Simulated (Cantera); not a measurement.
A perfectly stirred reactor is fed with N₂O : H₂O = 0.2 : 0.05 (molar parts), at 1.00 bar; it is held at 1150 K, and followed from long to short residence time.

Cantera simulation using GRI-Mech 3.0 (53 species, 325 reactions); the numbers are that mechanism's predictions, not measurements. GRI-Mech 3.0 was tuned for natural gas; its chemistry of N2O as a main component is partial and can be far from experiment. The mechanism lacks the step 2 NO + O2 → 2 NO2, which can matter for NO2 below about 1400 K. The temperature is held fixed by assumption; the heat of reaction is taken as removed at once.

Predict: x(N₂O) at τ = 16.0 s; x(H₂O) at τ = 16.0 s; x(OH) at τ = 16.0 s; x(O) at τ = 16.0 s; x(NO₂) at τ = 16.0 s; x(N₂O) at τ = 0.170 s; x(H₂O) at τ = 0.170 s; x(OH) at τ = 0.170 s; x(O) at τ = 0.170 s; x(NO₂) at τ = 0.170 s.


* **x(N₂O) at τ = 16.0 s**: 0.115
* **x(H₂O) at τ = 16.0 s**: 0.151
* **x(OH) at τ = 16.0 s**: 1.67e-5
* **x(O) at τ = 16.0 s**: 3.56e-7
* **x(NO₂) at τ = 16.0 s**: 0.000536
* **x(N₂O) at τ = 0.170 s**: 0.731
* **x(H₂O) at τ = 0.170 s**: 0.195
* **x(OH) at τ = 0.170 s**: 2.53e-5
* **x(O) at τ = 0.170 s**: 1.01e-6
* **x(NO₂) at τ = 0.170 s**: 0.000569
